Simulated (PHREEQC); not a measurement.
Model water analysis in mg/L, 25 °C, pH 1.91, pe 10.9: Na 1570; K 0.0604; Ca 262; Mg 23.4; Cl 756; S(6) as SO4 5160; Cd 15.6; Li 6.32; N(5) as NO3 128; Zn 2.98.

Cl is adjusted to close the charge balance.
Valence states are taken as typed.

Computed with PHREEQC (ion-association model, wateq4f.dat).

Precipitation was switched off in this run.

Q: Predict the ionic strength.

A: ionic strength 0.125 mol/kgw.

Q: In which forms is S present?

A: SO4-2 56 %, HSO4- 31 %, NaSO4- 6.3 %, CaSO4 5.0 %, MgSO4 0.9 % of the S.

Complexes and solids missing from the database can't appear.
